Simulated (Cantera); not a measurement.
Charge: 1 mol MgO, 0.044 mol C, 1.3 mol H2, equilibrated at 1850 °C and 0.133 bar.

These are equilibrium values from Cantera (NASA tables, ideal gas, pure condensed phases), not measurements of a reactor. Candidate condensed phases: C, C6H6, C7H8, C8H18, H2O, Mg, MgCO3, MgO, Mg(OH)2; 116 gas species. The tables' values for MgH are old estimates; treat these amounts as uncertain. Equilibrium is a limit: real reactors are often held back by kinetics, nucleation or transport.

Q: What is the equilibrium state?

A: x(H2): 0.903
x(Mg): 0.0434
x(CO): 0.0311
x(H2O): 0.0124
x(H): 0.00935
x(MgH): 0.000251
x(MgOH): 0.000108
x(CO2): 8.50e-5
x(OH): 1.59e-5
n(MgO(s)): 0.938 mol
gas amount: 1.412 mol
log10 activity of Mg(l) (absent): -3.93
log10 activity of C(graphite) (absent): -4.65
